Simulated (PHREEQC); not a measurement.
Consider water at 25 °C with 0.0027 mol/kgw NaF. Closed to the air; pH follows from the charge balance.

The numbers come from PHREEQC with the ion-association model, wateq4f.dat.

Precipitation was switched off in this run.

Estimate the pH.

pH 7.33.
